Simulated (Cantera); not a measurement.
A Cantera script and its output.

```python
import numpy as np
import cantera as ct

gas = ct.Solution("gri30.yaml")
gas.TPX = 525, 101325, {'CH4': 1, 'C2H6': 0.036, 'C3H8': 0.99, 'O2': 9.07, 'N2': 34.1}
flame = ct.FreeFlame(gas, width=0.04)
flame.set_refine_criteria(ratio=3, slope=0.08, curve=0.16)
flame.transport_model = "unity-Lewis-number"
flame.solve(loglevel=0, auto=True)
z, T = flame.grid, flame.T
thick = (T[-1] - T[0]) / np.gradient(T, z).max()
show = ['CH4', 'C2H6', 'C3H8', 'C2H4', 'NO', 'OH']
print(f"laminar burning velocity  {flame.velocity[0] * 100:.3f} cm/s")
print(f"burnt temperature         {T[-1]:.1f} K")
print(f"thermal thickness         {thick * 1e3:.4f} mm")
print(f"grid points               {len(z)}")
z0 = z[flame.heat_release_rate.argmax()]
print(f"{'z/mm':>9s}{'T/K':>9s}{'u/(m/s)':>9s}" + "".join(f"{s:>11s}" for s in show))
rows = []
for k in (-3, -2, -1.5, -1, -0.5, -0.25, 0, 0.25, 0.5, 1, 2, 4, 8):
    zz = z0 + k * thick
    rows.append([k * thick, np.interp(zz, z, T), np.interp(zz, z, flame.velocity),
                 *(np.interp(zz, z, flame.X[gas.species_index(s)]) for s in show)])
    print(f"{rows[-1][0] * 1e3:9.3f}{rows[-1][1]:9.1f}{rows[-1][2]:9.3f}" + "".join(f"{x:11.3e}" for x in rows[-1][3:]))
```

Output:

```
laminar burning velocity  73.548 cm/s
burnt temperature         2154.7 K
thermal thickness         0.3672 mm
grid points               126
     z/mm      T/K  u/(m/s)        CH4       C2H6       C3H8       C2H4         NO         OH
   -1.102    525.3    0.736  2.212e-02  7.966e-04  2.190e-02  2.101e-06  9.377e-10  1.027e-11
   -0.734    528.1    0.740  2.207e-02  7.972e-04  2.183e-02  1.906e-05  8.589e-09  6.230e-10
   -0.551    537.4    0.753  2.192e-02  7.992e-04  2.162e-02  7.622e-05  3.523e-08  8.202e-09
   -0.367    595.4    0.837  2.095e-02  8.119e-04  2.028e-02  4.250e-04  2.207e-07  2.083e-07
   -0.184    906.8    1.294  1.555e-02  8.624e-04  1.298e-02  2.218e-03  1.603e-06  7.936e-06
   -0.092   1252.6    1.819  9.218e-03  6.359e-04  5.129e-03  3.529e-03  3.492e-06  1.964e-04
    0.000   1620.0    2.390  2.202e-03  5.503e-05  2.303e-04  1.354e-03  6.243e-06  2.881e-03
    0.092   1764.8    2.605  1.250e-04  1.735e-07  3.588e-07  4.359e-05  9.410e-06  6.690e-03
    0.184   1822.0    2.681  4.577e-06  3.014e-10  3.376e-10  7.431e-07  1.195e-05  7.890e-03
    0.367   1897.1    2.776  1.265e-08  1.785e-14  8.563e-15  7.228e-10  1.578e-05  8.355e-03
    0.734   1982.3    2.882  2.918e-13  7.933e-21  7.578e-23  3.213e-15  2.139e-05  7.854e-03
    1.469   2056.9    2.974  2.752e-18  7.236e-28  1.708e-32  6.361e-22  2.937e-05  6.552e-03
    2.938   2110.3    3.039  2.730e-19  5.657e-31  3.468e-41  2.864e-28  4.039e-05  5.059e-03
```

Cantera simulation using GRI-Mech 3.0 (53 species, 325 reactions); the numbers are that mechanism's predictions, not measurements. GRI-Mech 3.0 was tuned for natural gas; its chemistry of propane as a main component is partial and can be far from experiment. Unity Lewis numbers drop preferential diffusion, which matters most where H2 and H carry the flame. Burning velocities carry a grid error of a few per cent, more on coarse grids.
